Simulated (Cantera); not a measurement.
Low-pressure radical oxidation in H2/O2

An isothermal, constant-pressure homogeneous reactor starts with H2 : O2 = 0.32 : 1 (molar parts), at 1150 K and 0.0230 bar.

Detailed kinetics in Cantera: GRI-Mech 3.0 (53 species, 325 reactions). Radical loss at walls, strong at low pressure, is not modelled. The temperature is held fixed by assumption; the heat of reaction is taken as removed at once.

```tsv
t (s)	x H2	x O2	x H2O	x H2O2	x H	x O	x HO2
0.000800	0.160	0.715	0.0591	5.98e-7	0.0391	0.0188	1.10e-5
0.00133	0.0137	0.643	0.188	6.14e-7	0.0814	0.0636	1.82e-5
0.00222	0.0102	0.663	0.214	7.06e-7	0.0539	0.0495	1.98e-5
0.00369	0.00678	0.688	0.241	8.77e-7	0.0261	0.0305	2.09e-5
0.00614	0.00328	0.708	0.262	9.92e-7	0.00806	0.0141	1.98e-5
0.0102	0.00118	0.718	0.271	9.20e-7	0.00164	0.00498	1.54e-5
0.0170	0.000370	0.722	0.274	6.86e-7	0.000277	0.00154	9.33e-6
0.0283	0.000116	0.723	0.275	4.42e-7	4.92e-5	0.000487	4.62e-6
0.0471	3.96e-5	0.724	0.275	2.68e-7	1.02e-5	0.000170	2.09e-6
0.0783	1.50e-5	0.724	0.276	1.61e-7	2.50e-6	6.67e-5	9.48e-7
0.130	6.30e-6	0.724	0.276	9.72e-8	7.11e-7	2.89e-5	4.48e-7
0.217	2.87e-6	0.724	0.276	5.91e-8	2.28e-7	1.36e-5	2.23e-7
0.361	1.40e-6	0.724	0.276	3.62e-8	8.02e-8	6.75e-6	1.16e-7
0.601	7.16e-7	0.724	0.276	2.22e-8	3.01e-8	3.52e-6	6.32e-8
1.00	3.80e-7	0.724	0.276	1.36e-8	1.19e-8	1.90e-6	3.59e-8
```
x: mole fraction; the columns are a selection and need not sum to one.

Equilibrium at this temperature and pressure: H2 9.24e-9, O2 0.724, H2O 0.276, H2O2 5.35e-10, H 4.76e-11, O 4.69e-8, HO2 1.23e-8 (gas phase only).
